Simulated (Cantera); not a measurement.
What does this Cantera script print?

```python
import numpy as np
import cantera as ct

gas_names = """
    H HNO HNO2 HNO3 HO2 H2 H2O H2O2 N NH NH2 NH3 NH2OH NO NO2 NO3 N2 N2H2 N2H4 N2O O OH O2 O3 Si SiH
    SiH2 SiH3 SiH4 SiN SiO SiO2 Si2 Si2N Si3
""".split()
cond_names = """
    H2O(s) H2O(L) Si(cr) Si(L) SiO2(Lqz) SiO2(hqz) SiO2(L) Si2N2O(s) Si3N4(a)
""".split()


# ... load() reads the species with a 1 bar reference pressure and builds the phases ...
atoms = {
    'SiH4': {'Si': 1, 'H': 4},
    'H2O': {'H': 2, 'O': 1},
    'N2O': {'N': 2, 'O': 1},
}
top_T = {'Si2N2O(s)': 2100, 'Si3N4(a)': 2400}  # K; cautious upper limits of use, not melting points


# ... equilibrate(T, P, feed) seeds the gas with the atoms and calls Mixture.equilibrate('TP', solver="vcs", rtol=1e-11, max_steps=5000) ...
results = []
feed = {'SiH4': 1, 'H2O': 2.2, 'N2O': 26}  # mol
P = 2500  # Pa
for T in [923, 1023, 1123, 1223, 1323, 1423, 1523, 1623, 1723, 1823, 1923]:
    mix = equilibrate(T, P, feed)
    results.append((T, P, feed, dict(zip(mix.species_names, mix.species_moles))))
    x = sorted(zip(gas.X, gas.species_names), reverse=True)
    print(f"T = {T:g} K  P = {P:g} Pa  gas = {mix.phase_moles(0):.4g} mol")
    print("   x: " + "  ".join(f"{s} {v:.3e}" for v, s in x if v > 0.001))
    print("   condensed (mol): " + ("  ".join(f"{mix.phase(i).name} {mix.phase_moles(i):.4g}"
          for i in range(1, mix.n_phases) if mix.phase_moles(i) > 1e-12) or "none"))
```

Output:

```
T = 923 K  P = 2500 Pa  gas = 41.2 mol
   x: N2 6.311e-01  O2 2.670e-01  H2O 1.019e-01
   condensed (mol): SiO2(hqz) 1
T = 1023 K  P = 2500 Pa  gas = 41.2 mol
   x: N2 6.310e-01  O2 2.670e-01  H2O 1.019e-01
   condensed (mol): SiO2(hqz) 1
T = 1123 K  P = 2500 Pa  gas = 41.2 mol
   x: N2 6.310e-01  O2 2.669e-01  H2O 1.019e-01
   condensed (mol): SiO2(hqz) 1
T = 1223 K  P = 2500 Pa  gas = 41.2 mol
   x: N2 6.309e-01  O2 2.669e-01  H2O 1.019e-01
   condensed (mol): SiO2(hqz) 1
T = 1323 K  P = 2500 Pa  gas = 41.2 mol
   x: N2 6.308e-01  O2 2.667e-01  H2O 1.019e-01
   condensed (mol): SiO2(hqz) 1
T = 1423 K  P = 2500 Pa  gas = 41.2 mol
   x: N2 6.306e-01  O2 2.665e-01  H2O 1.019e-01
   condensed (mol): SiO2(hqz) 1
T = 1523 K  P = 2500 Pa  gas = 41.2 mol
   x: N2 6.303e-01  O2 2.662e-01  H2O 1.018e-01  NO 1.377e-03
   condensed (mol): SiO2(hqz) 1
T = 1623 K  P = 2500 Pa  gas = 41.21 mol
   x: N2 6.299e-01  O2 2.657e-01  H2O 1.016e-01  NO 2.146e-03
   condensed (mol): SiO2(hqz) 1
T = 1723 K  P = 2500 Pa  gas = 41.22 mol
   x: N2 6.292e-01  O2 2.649e-01  H2O 1.013e-01  NO 3.174e-03  OH 1.138e-03
   condensed (mol): SiO2(L) 1
T = 1823 K  P = 2500 Pa  gas = 41.23 mol
   x: N2 6.283e-01  O2 2.638e-01  H2O 1.007e-01  NO 4.493e-03  OH 2.114e-03
   condensed (mol): SiO2(L) 1
T = 1923 K  P = 2500 Pa  gas = 41.27 mol
   x: N2 6.270e-01  O2 2.621e-01  H2O 9.970e-02  NO 6.123e-03  OH 3.671e-03  O 1.172e-03
   condensed (mol): SiO2(L) 0.9998
```

Equilibrium computed with Cantera from the NASA thermochemical tables; the gas is ideal and each condensed phase is pure. The tables hold silica as quartz up to 1696 K and as liquid above; real silica turns to tridymite and cristobalite and melts near 1996 K.
